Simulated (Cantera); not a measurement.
Gas mixture: C₂H₂ = 0.82 (molar parts), at 500000 Pa, frozen composition.

Cantera's kinetic-theory transport with the Lennard-Jones parameters of GRI-Mech 3.0, ideal gas; thermal conductivity in the mixture-averaged form. The composition is frozen, though it would react at the higher temperatures.

One state of this run: ρ (kg/m³) = 1.74; cp (J/kg/K) = 2526; μ (µPa s) = 25.5; λ (mW/m/K) = 87.7; Pr = 0.734; D (cm²/s) C₂H₂ = 0.000; D (cm²/s) NO = 0.227; D (cm²/s) H₂O = 0.280. D: mixture-averaged diffusion coefficient of that species in the mixture.

Problem. Which value of T (K) does it belong to?
A. 700
B. 900
C. 600
D. 800

Solution. B, 900
